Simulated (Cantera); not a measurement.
Charge: 1 mol CaO, 7 mol HBr, 1.2 mol H2, equilibrated at 1275 K and 1000 Pa.

Equilibrium computed with Cantera from the NASA thermochemical tables; the gas is ideal and each condensed phase is pure. Candidate condensed phases: Br2, Ca, CaBr2, CaO, Ca(OH)2, H2O; 19 gas species. The numbers say what is thermodynamically allowed, not how fast it happens.

Base state: HBr 0.670, H2 0.163, H2O 0.135, CaBr2 0.0282, Br 0.00334, Br2 2.06e-5 (mole fractions); condensed: CaBr2(l).

What changes in the equilibrium state with this change: CaO replaced by MgO?


```csv
species,before,after
HBr,0.670,0.728
H2,0.163,0.148
H2O,0.135,0.0600
MgBr2,0,0.0600
CaBr2,0.0282,0
Br2,2.06e-5,2.69e-5
Br,0.00334,0.00381
"CaBr2(l), mol",0.791,0
"MgO(s), mol",0,0.507
```
Further candidate phases: Mg, MgBr2, MgO, Mg(OH)2.

What changes in the equilibrium state with this change: pressure from 1000 Pa to 1330 Pa?


```csv
species,before,after
HBr,0.670,0.676
H2,0.163,0.164
H2O,0.135,0.136
CaBr2,0.0282,0.0211
Br,0.00334,0.00291
Br2,2.06e-5,2.08e-5
"CaBr2(l), mol",0.791,0.844
```
